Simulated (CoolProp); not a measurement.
Vapour-liquid equilibrium of R22 (1) + R11 (2) at 271.1 K; x and y are mole fractions of (1).

Computed with CoolProp (multi-fluid Helmholtz-energy mixture model, Kamei 1995 and Jacobsen 1992; pair parameters Bell 2016).

| x | bubble pressure (bar) | y at the bubble point | dew pressure at overall composition x (bar) | liquid density (mol/L) |
|---|---|---|---|---|
| 0.05 | 0.7173 | 0.505 | 0.3866 | 11.35 |
| 0.125 | 1.178 | 0.715 | 0.4185 | 11.57 |
| 0.2 | 1.577 | 0.799 | 0.4561 | 11.80 |
| 0.275 | 1.928 | 0.845 | 0.5011 | 12.04 |
| 0.35 | 2.243 | 0.876 | 0.5558 | 12.29 |
| 0.425 | 2.532 | 0.898 | 0.6239 | 12.55 |
| 0.5 | 2.803 | [?] | 0.7109 | 12.81 |
| 0.575 | [?] | 0.930 | 0.8258 | 13.09 |
| 0.65 | 3.324 | 0.944 | 0.9844 | 13.38 |
| 0.725 | [?] | 0.956 | 1.216 | [?] |
| 0.8 | 3.857 | 0.968 | 1.584 | 13.99 |
| 0.875 | 4.140 | 0.980 | 2.234 | 14.32 |
| 0.95 | 4.442 | 0.992 | 3.458 | 14.66 |

Task: Fill in the missing entries.

Result: 
- 0.5, y at the bubble point: 0.916
- 0.575, bubble pressure (bar): 3.065
- 0.725, bubble pressure (bar): 3.586
- 0.725, liquid density (mol/L): 13.68

No azeotrope shows between x = 0.05 and 0.95.

Pair parameters are fitted to limited data, so mixtures are less certain than the pure fluids.
